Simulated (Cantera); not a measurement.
A closed system holds: 1 mol SiH4, 0.045 mol C3H8, 21 mol H2, at 2123 K and 0.100 bar.

Method: chemical equilibrium by Gibbs-energy minimisation in Cantera with the NASA 1993 tables (ideal gas, pure condensed phases). Candidate condensed phases: C, C6H6, C7H8, C8H18, Si, SiC; 87 gas species. Mutual solubility and eutectic melting of coexisting phases are not modelled. Gases not in the tables: Si2H6 and higher silanes. Kinetics and transport are ignored.

Base state: H2 0.986, H 0.0113, Si 0.00170, SiH 0.000276, SiH2 0.000202, Si2C 7.58e-5, Si2 2.33e-5, C2H2 (acetylene) 1.16e-5 (mole fractions); condensed: Si(l) + SiC(s).

Task: What changes in the equilibrium state with this change: temperature from 2123 K to 2098.15 K?

Result: 
| species | before | after |
|---|---|---|
| H2 | 0.986 | 0.989 |
| H | 0.0113 | 0.00968 |
| Si | 0.00170 | 0.00131 |
| Si2C | 7.58e-5 | 5.31e-5 |
| Si2 | 2.33e-5 | 1.70e-5 |
| Si(l), mol | 0.812 | 0.823 |
| SiC(s), mol | 0.133 | 0.133 |
